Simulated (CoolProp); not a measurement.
Vapour-liquid equilibrium of R113 (1) + n-heptane (2) at 0.131 MPa; x and y are mole fractions of (1).

Computed with CoolProp (multi-fluid Helmholtz-energy mixture model, Marx 1992 and Span 2003; pair parameters Bell 2016).

Question: Give the bubble temperature and the first vapour's composition at x = 0.45, 0.75, 0.85. Is there an azeotrope?

Answer: x = 0.45: 345.3 K, y = 0.797; x = 0.75: 335.1 K, y = 0.926; x = 0.85: 332.4 K, y = 0.957. No azeotrope shows between x = 0.05 and 0.95.

Pair parameters are fitted to limited data, so mixtures are less certain than the pure fluids.
